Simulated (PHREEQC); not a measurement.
A solution holds 0.074 mol/kgw NH4HF2, 0.041 mol/kgw H2SiF6 and 0.033 mol/kgw HCl, at 8.9 °C. Closed to the air; pH follows from the charge balance.

The numbers come from PHREEQC with the ion-association model, phreeqc.dat.

- pH = 1.41
- ionic strength = 0.163 mol/kgw
- activity of water = 0.994
- density = 1.006 g/cm³
- total alkalinity = -353 meq/kg

```
species  molality  activity   log γ
-------  --------  --------  ------
HF          0.139     0.145   0.016
NH4+       0.0740    0.0523  -0.151
H+         0.0476    0.0385  -0.092
SiF6-2     0.0410    0.0135  -0.484
Cl-        0.0330    0.0243  -0.133
F-        0.00454   0.00331  -0.137
HF2-      0.00206   0.00157  -0.119
```

Precipitation was switched off in this run. Away from 25 °C the constants follow the database's enthalpies or fits; those with neither stay at their 25 °C values. SiF6-2 is the database's only silicon fluoride.
